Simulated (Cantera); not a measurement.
# Equilibrium for silicon nitride deposition: SiF4 + NH3 + H2

Charge: 1 mol SiF4, a varied amount of NH3, 2 mol H2, held at 0.560 bar.

These are equilibrium values from Cantera (NASA tables, ideal gas, pure condensed phases), not measurements of a reactor. Candidate condensed phases: Si, Si3N4; 37 gas species. The tables' values for SiF2, SiF3 are old estimates. Kinetics and transport are ignored.

Map the stable condensed phases over T = 750, 850, 950, 1050, 1150, 1250, 1350, 1450, 1550, 1650, 1750, 1850, 1950, 2050 K and n(NH3) in mol = 5.6, 7.1, 9.1, 12, 15, 19, 24, 31.


```
T in K \ n(NH3) in mol
         5.6 7.1 9.1  12  15  19  24  31
   2050    A   A   A   A   A   A   A   A
   1950    A   A   A   A   A   A   A   A
   1850    A   A   A   A   A   A   A   A
   1750    A   A   A   A   A   A   A   A
   1650    A   A   A   A   A   A   B   B
   1550    A   A   A   B   B   B   B   B
   1450    B   B   B   B   B   B   B   B
   1350    B   B   B   B   B   B   B   B
   1250    B   B   B   B   B   B   B   B
   1150    B   B   B   B   B   B   B   B
   1050    B   B   B   B   B   B   B   B
    950    B   B   B   B   B   B   B   B
    850    B   B   B   B   B   B   B   B
    750    A   A   A   B   B   B   B   B
```
A: gas only; B: Si3N4.
